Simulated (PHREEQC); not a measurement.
Consider water at 81 °C with 0.05 mol HCl and 0.0073 mol FeCl3 per kg of water. Closed to the air; pH follows from the charge balance.

The numbers come from PHREEQC with the ion-association model, phreeqc.dat.

| quantity | before | after |
|---|---|---|
| pH | 1.37 | 2.28 |
| FeCl+2 (mol/kgw) | 0.00421 | 2.31e-5 |
| FeOH+2 (mol/kgw) | 0.00148 | 0.000519 |
| Fe+3 (mol/kgw) | 0.00134 | 4.05e-5 |
| FeCl2+ (mol/kgw) | 0.000103 | 1.10e-7 |
| SI of Goethite (FeOOH) | +3.14 | +4.75 |
| SI of Hematite (Fe2O3) | +8.52 | +11.73 |

Task: What was changed between the two runs?
A. HCl left out
B. FeCl3 from 0.0073 to 0.00146 mol/kgw
C. FeCl3 from 0.0073 to 0.0146 mol/kgw
D. temperature from 81 to 45 °C
E. diluted 10-fold with water

Result: E, diluted 10-fold with water

This is a speciation only: nothing precipitates in the calculation. Some of these states are supersaturated (in Hematite (slow to form), Goethite (slow to form), for instance). At this temperature some constants are extrapolated from 25 °C, and those without enthalpy data are left unchanged.
